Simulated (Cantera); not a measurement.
A perfectly stirred reactor is fed with H₂ : O₂ = 0.26 : 1 (molar parts), at 0.0263 atm; it is held at 950 K, and followed from long to short residence time.

Computed with Cantera and GRI-Mech 3.0 (53 species, 325 reactions). Radical loss at walls, strong at low pressure, is not modelled. The temperature is held fixed by assumption; the heat of reaction is taken as removed at once.

Task: What does this change do: temperature 950 to 1325 K?

Result: 
| quantity | before | after |
|---|---|---|
| x(H₂) at τ = 1.80 s | 0.00130 | 0.000244 |
| x(O₂) at τ = 1.80 s | 0.770 | 0.768 |
| x(HO₂) at τ = 1.80 s | 1.32e-5 | 3.14e-6 |
| x(OH) at τ = 1.80 s | 0.000245 | 0.00201 |
| x(H₂O) at τ = 1.80 s | 0.228 | 0.228 |
| x(H₂) at τ = 46.0 ms | 0.00993 | 0.00250 |
| x(O₂) at τ = 46.0 ms | 0.768 | 0.755 |
| x(HO₂) at τ = 46.0 ms | 3.25e-5 | 1.13e-5 |
| x(OH) at τ = 46.0 ms | 0.00115 | 0.00668 |
| x(H₂O) at τ = 46.0 ms | 0.217 | 0.220 |
